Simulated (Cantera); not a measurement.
## Stirred combustor or abatement burner

A perfectly stirred reactor is fed with 11.4 % CO, 3.65 % H2, 1.48 % CH4, 22.8 % O2, 60.7 % N2, equivalence ratio 0.46, at 4.93 atm; it is adiabatic with a 350 K inlet, and is followed from long to short residence time, starting on the burning branch (τ in s: 0.46, 0.18, 0.068, 0.026, 0.01, 0.0039, 0.0015, 0.00057, 0.00022, 8.5e-05).

Cantera simulation using GRI-Mech 3.0 (53 species, 325 reactions); the numbers are that mechanism's predictions, not measurements.

| τ (s) | T (K) | x CO | x H2 | x CH4 | x C2H4 | x HCO | x NO2 |
|---|---|---|---|---|---|---|---|
| 0.46 | 1904 | 0.000139 | 1.39e-5 | 2.18e-7 | 1.01e-12 | 1.62e-10 | 1.17e-6 |
| 0.18 | 1903 | 0.000198 | 1.69e-5 | 5.16e-7 | 5.37e-12 | 4.11e-10 | 5.76e-7 |
| 0.068 | 1902 | 0.000335 | 2.41e-5 | 1.17e-6 | 2.48e-11 | 1.08e-9 | 3.36e-7 |
| 0.026 | 1899 | 0.000617 | 3.94e-5 | 2.42e-6 | 8.52e-11 | 2.81e-9 | 2.57e-7 |
| 0.010 | 1893 | 0.00116 | 6.96e-5 | 4.64e-6 | 2.25e-10 | 7.35e-9 | 2.38e-7 |
| 0.0039 | 1883 | 0.00218 | 0.000126 | 8.54e-6 | 4.89e-10 | 1.91e-8 | 2.27e-7 |
| 0.0015 | 1864 | 0.00413 | 0.000230 | 1.58e-5 | 9.49e-10 | 5.09e-8 | 1.91e-7 |
| 0.00057 | 1830 | 0.00790 | 0.000420 | 3.04e-5 | 1.76e-9 | 1.38e-7 | 1.32e-7 |
| 0.00022 | 1767 | 0.0153 | 0.000751 | 6.35e-5 | 3.49e-9 | 3.65e-7 | 7.93e-8 |
| 8.5e-5 | 1619 | 0.0342 | 0.00150 | 0.000197 | 1.32e-8 | 9.69e-7 | 3.74e-8 |
x: mole fraction; the columns are a selection and need not sum to one.
